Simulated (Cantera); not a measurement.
Charge: 1 mol C2H2, 0.14 mol H2O, held at 0.850 bar.

Equilibrium computed with Cantera from the NASA thermochemical tables; the gas is ideal and each condensed phase is pure. Candidate condensed phases: C, C6H6, C7H8, C8H18, H2O; 110 gas species. Kinetics and transport are ignored. All values below are at 2175 °C.

Base state: H2 0.864, CO 0.108, H 0.0201, C2H2 (acetylene) 0.00747, CH4 0.000104, CH3 4.39e-5, C4H2 2.66e-5, C2H 1.11e-5 (mole fractions); condensed: C(graphite).

Q: What changes in the equilibrium state with this change: C2H2 replaced by C2H5OH?

A: 
| species | before | after |
|---|---|---|
| H2 | 0.864 | 0.712 |
| CO | 0.108 | 0.264 |
| H | 0.0201 | 0.0182 |
| CH4 | 0.000104 | 7.04e-5 |
| CH3 | 4.39e-5 | 3.28e-5 |
| C4H2 | 2.66e-5 | 2.19e-5 |
| C(graphite), mol | 1.84 | 0.806 |
